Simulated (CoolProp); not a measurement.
Saturated liquid density (kg/m³) of carbonyl sulfide: the reference equation beside estimates from Tc = 378.8 K, pc = 6369 kPa, ω = 0.098. Rackett uses Z = 0.29056 − 0.08775 ω.

The numbers come from the reference Helmholtz-energy equation of state, Lemmon 2006 in CoolProp. It is a short technical equation, of lower accuracy than the large ones.

```csv
T (K),reference,Rackett,Soave-Redlich-Kwong
282.2,1035,1015,965.4
287.8,1020,1000,948.1
293.3,1004,985.4,930.5
298.9,988.1,969.9,911.7
304.5,971.4,953.9,892.1
310,954.3,937.5,872.0
315.6,936.1,920.2,850.5
321.2,917.1,902.1,827.9
326.7,897.4,883.5,804.5
332.3,876.2,863.4,779.2
337.9,853.6,842.1,752.3
343.4,829.7,819.5,723.9
```

Absolute difference from the reference over all 12 rows, mean and median: Rackett 1.7 and 1.7 %, Soave-Redlich-Kwong 9.2 and 8.9 %.
